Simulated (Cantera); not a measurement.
Mixture: CH3OH : O2 : N2 = 1 : 1.36 : 13 (molar parts), at 10.0 bar, adiabatic and at constant volume. Ignition delay is the time to a rise of 400 K.

Computed with Cantera and GRI-Mech 3.0 (53 species, 325 reactions). GRI-Mech 3.0 was tuned for natural gas; its chemistry of methanol as a main component is partial and can be far from experiment.

Q: Predict: delay at 1323 K; delay at 1423 K; delay at 1523 K; delay at 1623 K; apparent activation energy between 1573 and 1673 K.

A: 
- delay at 1323 K: 0.288 ms
- delay at 1423 K: 85.4 µs
- delay at 1523 K: 31.5 µs
- delay at 1623 K: 13.8 µs
- apparent activation energy between 1573 and 1673 K: 170 kJ/mol
